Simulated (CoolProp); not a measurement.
Vapour pressure (bar) of the fluoroketone C6F12O (FK-5-1-12): the reference equation beside estimates from Tc = 441.8 K, pc = 18.69 bar, ω = 0.471.

Model: reference Helmholtz-energy equation of state, McLinden 2015, in CoolProp.

```
T (K)  reference  van der Waals  Redlich-Kwong  Peng-Robinson
-----  ---------  -------------  -------------  -------------
310.1          ?          3.798          1.672              ?
323.3      1.052          4.681          2.351          1.053
336.4      1.617              ?          3.199          1.614
349.6      2.399          6.810          4.250          2.392
362.7      3.431              ?          5.508          3.424
375.9      4.783          9.469          7.012          4.782
389.1      6.504          11.02              ?          6.519
402.2      8.643          12.70          10.79              ?
415.4      11.31          14.54          13.11          11.38
428.5          ?          16.52          15.72          14.66
```

Complete the blanks.


- 310.1, reference: 0.6523
- 310.1, Peng-Robinson: 0.6559
- 336.4, van der Waals: 5.678
- 362.7, van der Waals: 8.066
- 389.1, Redlich-Kwong: 8.772
- 402.2, Peng-Robinson: 8.684
- 428.5, reference: 14.57

Absolute difference from the reference over all 10 rows, mean and median: van der Waals 165.4 and 116.5 %, Redlich-Kwong 64.5 and 53.6 %, Peng-Robinson 0.3 and 0.3 %.
